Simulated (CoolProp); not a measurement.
A single-stage vapour-compression cycle with R115: evaporating at 232.15 K (dew point), condensing at 275.15 K (bubble point), superheat 0 K, subcooling 0 K, compressor efficiency 0.6, no pressure losses. Each further row changes one setting.

Model: reference Helmholtz-energy equation of state, Lemmon 2016, in CoolProp.

```tsv
case	cooling COP	pressure ratio	discharge temperature (K)	refrigerating effect (kJ/kg)	volumetric capacity (kJ/m³)
as stated	2.52	5.02	288.3	84.0	655
evaporating temperature 237.15 K	3.00	…	286.1	…	833
condensing temperature 270.15 K	2.97	4.29	282.7	89.1	695
subcooling 5 K	2.67	5.02	288.3	89.1	695
superheat 10 K	2.57	5.02	299.2	90.5	672
compressor efficiency 0.5	…	5.02	297.1	84.0	655
```

Question: Complete the blanks.

Answer: 
- evaporating temperature 237.15 K, pressure ratio: 4.02
- evaporating temperature 237.15 K, refrigerating effect (kJ/kg): 86.8
- compressor efficiency 0.5, cooling COP: 2.10
